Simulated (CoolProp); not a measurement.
Properties of carbon dioxide along the isobar 1.01 bar.

Computed with CoolProp (reference Helmholtz-energy equation of state, Span 1996).

```tsv
T (K)	phase	cv (kJ/(kg K))	speed of sound (m/s)	isothermal compressibility (1/MPa)	viscosity (µPa s)	fugacity coefficient
257.3	gas	0.6157	251.1	9.983	12.9	0.9919
265.2	gas	0.6238	254.6	9.975	13.3	0.9926
273	gas	0.6318	258.0	9.968	13.7	0.9933
280.9	gas	0.6400	261.4	9.962	14.1	0.9939
288.7	gas	0.6479	264.7	9.957	14.5	0.9944
296.6	gas	0.6559	268.0	9.952	14.8	0.9949
304.4	gas	0.6637	271.2	9.948	15.2	0.9953
312.3	gas	0.6716	274.4	9.944	15.6	0.9957
320.1	gas	0.6792	277.5	9.941	16.0	0.9960
```

Viscosity comes from a separate model (Laesecke 2017).
